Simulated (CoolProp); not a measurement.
Methanol at several states: Z from the reference equation and from simpler models built on Tc = 513.4 K, pc = 8216 kPa, ω = 0.565; each cubic takes its own stable root.

Values from CoolProp's reference Helmholtz-energy equation of state, de Reuck 1993.

| T (K) | p (kPa) | phase | reference |
|---|---|---|---|
| 215.8 | 29000 | liquid | 0.5875 |
| 585.7 | 15.4 | gas | 0.9996 |
| 218.7 | 1540 | liquid | 0.03145 |

Problem. How far does each simpler model (van der Waals, Redlich-Kwong) lie from the reference over these 3 states: mean and median of the absolute difference, and the worst?

Solution. 
- van der Waals: mean 69.4 %, median 103.2 %, worst +104.9 % at 218.7 K and 1540 kPa
- Redlich-Kwong: mean 25.5 %, median 37.7 %, worst +38.7 % at 215.8 K and 29000 kPa
